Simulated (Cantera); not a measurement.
An adiabatic, constant-volume homogeneous reactor starts with C₃H₈ : O₂ : N₂ : CO₂ = 1 : 2.63 : 9.89 : 1.1 (molar parts), equivalence ratio 1.9, at 1625 K and 488 Torr. Integrator tolerance rtol = 1e-08.

Cantera simulation using GRI-Mech 3.0 (53 species, 325 reactions); the numbers are that mechanism's predictions, not measurements. GRI-Mech 3.0 was tuned for natural gas; its chemistry of propane as a main component is partial and can be far from experiment.

```tsv
quantity	before	after
time of steepest temperature rise	46.5 µs	33.3 µs
temperature at 0.300 s	2803 K	2833 K
equilibrium temperature	2803 K	2833 K
x(C₃H₈) at 0.300 s	<1e-12 (gas-phase equilibrium <1e-12)	<1e-12 (gas-phase equilibrium <1e-12)
x(O₂) at 0.300 s	0.000935 (gas-phase equilibrium 0.000935)	0.000764 (gas-phase equilibrium 0.000764)
x(CO₂) at 0.300 s	0.0425 (gas-phase equilibrium 0.0425)	0.0426 (gas-phase equilibrium 0.0426)
x(HO₂) at 0.300 s	6.10e-7 (gas-phase equilibrium 6.10e-7)	6.28e-7 (gas-phase equilibrium 6.28e-7)
x(H) at 0.300 s	0.0196 (gas-phase equilibrium 0.0196)	0.0174 (gas-phase equilibrium 0.0174)
```

Problem. Name the change that produced these shifts.
(A) initial temperature 1625 to 1225 K
(B) constant pressure in place of constant volume
(C) pressure from 488 Torr to 760 Torr
(D) initial temperature 1625 to 973 K

Solution. C, pressure from 488 Torr to 760 Torr
